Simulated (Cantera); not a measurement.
**Stirred combustor or abatement burner**

A perfectly stirred reactor is fed with 7.50 % CH₃OH, 18.2 % O₂, 68.3 % N₂, 6.08 % H₂O, equivalence ratio 0.62, at 2480 Torr; it is adiabatic with a 650 K inlet, and is followed from long to short residence time, starting on the burning branch (τ in s: 0.037, 0.02, 0.011, 0.006, 0.0033, 0.0018, 0.00097, 0.00053, 0.00029, 0.00016, 8.6e-05).

Detailed kinetics in Cantera: GRI-Mech 3.0 (53 species, 325 reactions). GRI-Mech 3.0 was tuned for natural gas; its chemistry of methanol as a main component is partial and can be far from experiment.

```json
[
 {"τ (s)": "0.037", "T (K)": "1929", "x CH₃OH": "2.56e-6", "x O₂": "0.0663", "x H₂O": "0.202", "x NO": "3.83e-5", "x H": "1.16e-5"},
 {"τ (s)": "0.020", "T (K)": "1927", "x CH₃OH": "4.18e-6", "x O₂": "0.0663", "x H₂O": "0.202", "x NO": "2.78e-5", "x H": "1.71e-5"},
 {"τ (s)": "0.011", "T (K)": "1924", "x CH₃OH": "6.56e-6", "x O₂": "0.0664", "x H₂O": "0.202", "x NO": "2.17e-5", "x H": "2.66e-5"},
 {"τ (s)": "0.0060", "T (K)": "1919", "x CH₃OH": "1.02e-5", "x O₂": "0.0665", "x H₂O": "0.201", "x NO": "1.78e-5", "x H": "4.34e-5"},
 {"τ (s)": "0.0033", "T (K)": "1913", "x CH₃OH": "1.55e-5", "x O₂": "0.0667", "x H₂O": "0.201", "x NO": "1.49e-5", "x H": "7.19e-5"},
 {"τ (s)": "0.0018", "T (K)": "1903", "x CH₃OH": "2.35e-5", "x O₂": "0.0670", "x H₂O": "0.200", "x NO": "1.25e-5", "x H": "0.000120"},
 {"τ (s)": "0.00097", "T (K)": "1890", "x CH₃OH": "3.59e-5", "x O₂": "0.0675", "x H₂O": "0.200", "x NO": "1.02e-5", "x H": "0.000202"},
 {"τ (s)": "0.00053", "T (K)": "1872", "x CH₃OH": "5.49e-5", "x O₂": "0.0682", "x H₂O": "0.199", "x NO": "8.06e-6", "x H": "0.000329"},
 {"τ (s)": "0.00029", "T (K)": "1846", "x CH₃OH": "8.59e-5", "x O₂": "0.0695", "x H₂O": "0.197", "x NO": "6.14e-6", "x H": "0.000513"},
 {"τ (s)": "0.00016", "T (K)": "1811", "x CH₃OH": "0.000140", "x O₂": "0.0715", "x H₂O": "0.196", "x NO": "4.41e-6", "x H": "0.000745"},
 {"τ (s)": "8.6e-5", "T (K)": "1753", "x CH₃OH": "0.000271", "x O₂": "0.0754", "x H₂O": "0.194", "x NO": "2.51e-6", "x H": "0.000951"}
]
```
x: mole fraction; the columns are a selection and need not sum to one.
